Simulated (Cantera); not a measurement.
Input (Python, Cantera):

```python
import numpy as np
import cantera as ct

gas = ct.Solution("gri30.yaml", transport_model="multicomponent")
show = ['H2O', 'NO', 'N2']

rows = []
print(f"{'T/K':>7s}{'rho':>11s}{'cp':>10s}{'mu':>11s}{'lambda':>11s}{'Pr':>7s}" + "".join(f"{'D_' + s:>11s}" for s in show))
for T in [400, 550, 700, 850, 1000, 1150, 1300, 1450, 1600]:
    gas.TPX = T, 1333, {'H2O': 0.39, 'N2O': 0.16}
    Pr = gas.cp_mass * gas.viscosity / gas.thermal_conductivity
    D = [gas.mix_diff_coeffs_mole[gas.species_index(s)] for s in show]
    rows.append([gas.density, gas.cp_mass, gas.viscosity, gas.thermal_conductivity, Pr, *D])
    print(f"{T:7g}{gas.density:11.4e}{gas.cp_mass:10.1f}{gas.viscosity:11.4e}"
          f"{gas.thermal_conductivity:11.4e}{Pr:7.3f}" + "".join(f"{d:11.4e}" for d in D))
print("SI units: kg/m3, J/kg/K, Pa s, W/m/K, m2/s")
```

Output:

```
    T/K        rho        cp         mu     lambda     Pr      D_H2O       D_NO       D_N2
    400 1.0252e-02    1435.7 1.6262e-05 3.4260e-02  0.681 2.2200e-03 2.5852e-03 2.6270e-03
    550 7.4559e-03    1528.5 2.2199e-05 5.0116e-02  0.677 4.1188e-03 4.6262e-03 4.7013e-03
    700 5.8582e-03    1615.6 2.7867e-05 6.6695e-02  0.675 6.4817e-03 7.1026e-03 7.2182e-03
    850 4.8244e-03    1696.7 3.3264e-05 8.3723e-02  0.674 9.2552e-03 9.9693e-03 1.0132e-02
   1000 4.1008e-03    1772.9 3.8409e-05 1.0112e-01  0.673 1.2401e-02 1.3195e-02 1.3410e-02
   1150 3.5659e-03    1842.4 4.3323e-05 1.1869e-01  0.672 1.5890e-02 1.6756e-02 1.7029e-02
   1300 3.1544e-03    1906.1 4.8027e-05 1.3627e-01  0.672 1.9700e-02 2.0633e-02 2.0970e-02
   1450 2.8281e-03    1964.1 5.2541e-05 1.5374e-01  0.671 2.3813e-02 2.4813e-02 2.5218e-02
   1600 2.5630e-03    2016.6 5.6881e-05 1.7103e-01  0.671 2.8217e-02 2.9283e-02 2.9761e-02
SI units: kg/m3, J/kg/K, Pa s, W/m/K, m2/s
```

Detailed kinetics in Cantera: GRI-Mech 3.0 (53 species, 325 reactions). Polar gases are described roughly by these parameters. The composition is frozen, though it would react at the higher temperatures.
